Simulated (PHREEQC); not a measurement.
Consider water at 64 °C with 0.029 mol CuCl2 per kg of water. Closed to the air; pH follows from the charge balance.

The numbers come from PHREEQC with the ion-association model, wateq4f.dat.

Each row changes one thing in this solution. Precipitation was switched off in this run.

```
case                                       pH  ionic strength (mol/kgw)  Cl- (mol/kgw)  Cu+2 (mol/kgw)  CuCl+ (mol/kgw)  CuCl2 (mol/kgw)  SI of Tenorite (CuO)  SI of Atacamite (Cu2(OH)3Cl)
---------------------------------  ----------  ------------------------  -------------  --------------  ---------------  ---------------  --------------------  ----------------------------
as made                                  4.10                    0.0731         0.0510          0.0221          0.00670         0.000157                 -0.16                         +1.06
CuCl2 from 0.029 to 0.058 mol/kgw        3.97                     0.135         0.0962          0.0387           0.0184         0.000711                 -0.26                         +1.25
diluted 2-fold with water          (withheld)                    0.0388         0.0267          0.0121          0.00229          3.16e-5            (withheld)                         +0.88
diluted 5-fold with water                4.46                    0.0164         0.0111         0.00525         0.000505          3.29e-6                 +0.09                         +0.60
temperature from 64 to 70 °C       (withheld)                    0.0708         0.0498          0.0209          0.00777         0.000188                 -0.11                         +1.07
```

Question: Complete the blanks.

Answer: 
- diluted 2-fold with water, pH: 4.25
- diluted 2-fold with water, SI of Tenorite (CuO): -0.06
- temperature from 64 to 70 °C, pH: 4.05

Some of these states are supersaturated (in Atacamite, Tenorite (slow to form), for instance). Constants without temperature data keep their 25 °C values here.
